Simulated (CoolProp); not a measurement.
Computed with CoolProp (reference Helmholtz-energy equation of state, Tillner-Roth 1994).

**Question.** For R134a, give the phase and the density (kg/m³), Joule-Thomson coefficient (K/MPa), isothermal compressibility (1/MPa) at 103.75 °C and 4.46 MPa.

**Answer.** 
- 103.75 °C and 4.46 MPa: supercritical; density 677, Joule-Thomson coefficient 6.18, isothermal compressibility 0.530
